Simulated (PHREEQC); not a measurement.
A solution holds 3.9 mol/kgw NaCl, 0.035 mol/kgw MgSO4 and 0.15 mol/kgw LiCl, at 25 °C. Closed to the air; pH follows from the charge balance.

Equilibrium calculation in PHREEQC: Pitzer model, pitzer.dat.

| quantity | before | after |
|---|---|---|
| HSO4- (mol/kgw) | 4.83e-8 | 2.47e-8 |
| SI of Halite (NaCl) | -0.58 | -0.57 |
| SI of Mirabilite (Na2SO4:10H2O) | -1.58 | -1.58 |

Problem. Which change was made?
A) LiCl from 0.15 to 0.135 mol/kgw
B) diluted 5-fold with water
C) LiCl left out
D) MgSO4 replaced by Li2SO4 at the same molality
E) diluted 100-fold with water

Solution. D, MgSO4 replaced by Li2SO4 at the same molality

Precipitation was switched off in this run.
